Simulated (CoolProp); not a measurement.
Hydrogen chloride at 253.39 K and 0.724 MPa is compressed adiabatically to 2.27 MPa with isentropic efficiency 0.9. Each further row changes one setting.

The numbers come from the reference Helmholtz-energy equation of state, Thol 2018 in CoolProp.

```tsv
case	work (kJ/kg)	final temperature (K)	final density (kg/m³)
as stated	(withheld)	(withheld)	(withheld)
efficiency 1	71.7	(withheld)	(withheld)
efficiency 0.65	(withheld)	(withheld)	(withheld)
```

Q: Some entries are withheld; supply them.

A: 
- as stated, work (kJ/kg): 79.6
- as stated, final temperature (K): 359.0
- as stated, final density (kg/m³): 30.0
- efficiency 1, final temperature (K): 350.5
- efficiency 1, final density (kg/m³): 31.0
- efficiency 0.65, work (kJ/kg): 110
- efficiency 0.65, final temperature (K): 392.8
- efficiency 0.65, final density (kg/m³): 26.9
